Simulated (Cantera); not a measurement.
A Cantera script and what it prints.

```python
import numpy as np
import cantera as ct

gas_names = [...]  # 115 gases of nasa_gas.yaml made of C, Ca, H, O
cond_names = """
    C(gr) C6H6(L) C7H8(L) C8H18(L),n-octa Ca(a) Ca(b) Ca(L) CaCO3(caL) CaO(s) CaO(L) CaO2H2(s) H2O(s)
    H2O(L)
""".split()


# ... load() reads the species with a 1 bar reference pressure and builds the phases ...
atoms = {
    'Ca(OH)2': {'Ca': 1, 'O': 2, 'H': 2},
    'C': {'C': 1},
    'H2': {'H': 2},
}
top_T = {'C(gr)': 4500}  # K; cautious upper limits of use, not melting points


# ... equilibrate(T, P, feed) seeds the gas with the atoms and calls Mixture.equilibrate('TP', solver="vcs", rtol=1e-11, max_steps=5000) ...
results = []
feed = {'Ca(OH)2': 1, 'C': 0.56, 'H2': 0.14}  # mol
T = 1623.15  # K
P = 17000  # Pa
mix = equilibrate(T, P, feed)
results.append((T, P, feed, dict(zip(mix.species_names, mix.species_moles))))
print(gas.report(threshold=0.0001))
for i in range(1, mix.n_phases):
    print(f"{mix.phase(i).name:16s} {mix.phase_moles(i):12.5e} mol")
```

Output:

```
       temperature   1623.2 K
          pressure   17000 Pa
           density   0.018541 kg/m^3
  mean mol. weight   14.719 kg/kmol
   phase of matter   gas

                          1 kg             1 kmol
                     ---------------   ---------------
          enthalpy       -3.7641e+06       -5.5403e+07  J
   internal energy        -4.681e+06       -6.8899e+07  J
           entropy             16761         2.467e+05  J/K
    Gibbs function        -3.097e+07       -4.5584e+08  J
 heat capacity c_p            2589.2             38110  J/K
 heat capacity c_v            2024.3             29796  J/K

                      mass frac. Y      mole frac. X     chem. pot. / RT
                     ---------------   ---------------   ---------------
                CO           0.54392           0.28582           -38.227
               CO2           0.13028          0.043571           -64.653
                 H        7.7579e-06        0.00011328           -10.697
                H2          0.062355           0.45526           -21.395
               H2O           0.26343           0.21523            -47.82
     [ +110 minor]        5.6286e-06         2.866e-06

C(gr)             0.00000e+00 mol
Ca(L)             0.00000e+00 mol
CaO(s)            9.99999e-01 mol
```

Equilibrium computed with Cantera from the NASA thermochemical tables; the gas is ideal and each condensed phase is pure.
